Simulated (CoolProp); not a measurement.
Vapour-liquid equilibrium of R134a (1) + R124 (2) at 0.899 MPa; x and y are mole fractions of (1).

Model: multi-fluid Helmholtz-energy mixture model, Tillner-Roth 1994 and de Vries 1995; pair parameters Bell 2016, in CoolProp.

```json
[
 {"x": "0.05", "bubble temperature (K)": "327.3", "y at the bubble point": "0.079", "dew temperature at overall composition x (K)": "327.9", "liquid density (mol/L)": "9.190"},
 {"x": "0.125", "bubble temperature (K)": "325.1", "y at the bubble point": "0.188", "dew temperature at overall composition x (K)": "326.4", "liquid density (mol/L)": "[?]"},
 {"x": "0.2", "bubble temperature (K)": "323.0", "y at the bubble point": "0.286", "dew temperature at overall composition x (K)": "324.8", "liquid density (mol/L)": "9.511"},
 {"x": "0.275", "bubble temperature (K)": "321.1", "y at the bubble point": "0.376", "dew temperature at overall composition x (K)": "323.2", "liquid density (mol/L)": "9.673"},
 {"x": "0.35", "bubble temperature (K)": "319.3", "y at the bubble point": "0.458", "dew temperature at overall composition x (K)": "[?]", "liquid density (mol/L)": "[?]"},
 {"x": "0.425", "bubble temperature (K)": "317.7", "y at the bubble point": "[?]", "dew temperature at overall composition x (K)": "320.0", "liquid density (mol/L)": "10.00"},
 {"x": "0.5", "bubble temperature (K)": "316.2", "y at the bubble point": "0.605", "dew temperature at overall composition x (K)": "318.4", "liquid density (mol/L)": "10.17"},
 {"x": "0.575", "bubble temperature (K)": "314.8", "y at the bubble point": "0.671", "dew temperature at overall composition x (K)": "316.8", "liquid density (mol/L)": "10.34"},
 {"x": "0.65", "bubble temperature (K)": "313.5", "y at the bubble point": "0.733", "dew temperature at overall composition x (K)": "315.3", "liquid density (mol/L)": "10.52"},
 {"x": "0.725", "bubble temperature (K)": "312.3", "y at the bubble point": "[?]", "dew temperature at overall composition x (K)": "313.7", "liquid density (mol/L)": "10.70"},
 {"x": "0.8", "bubble temperature (K)": "311.2", "y at the bubble point": "0.851", "dew temperature at overall composition x (K)": "312.2", "liquid density (mol/L)": "10.89"},
 {"x": "0.875", "bubble temperature (K)": "310.2", "y at the bubble point": "0.907", "dew temperature at overall composition x (K)": "[?]", "liquid density (mol/L)": "11.08"},
 {"x": "0.95", "bubble temperature (K)": "[?]", "y at the bubble point": "0.963", "dew temperature at overall composition x (K)": "309.5", "liquid density (mol/L)": "11.28"}
]
```

Some entries are withheld; supply them.


- 0.125, liquid density (mol/L): 9.350
- 0.35, dew temperature at overall composition x (K): 321.6
- 0.35, liquid density (mol/L): 9.837
- 0.425, y at the bubble point: 0.534
- 0.725, y at the bubble point: 0.793
- 0.875, dew temperature at overall composition x (K): 310.8
- 0.95, bubble temperature (K): 309.2

No azeotrope shows between x = 0.05 and 0.95.

Pair parameters are fitted to limited data, so mixtures are less certain than the pure fluids.
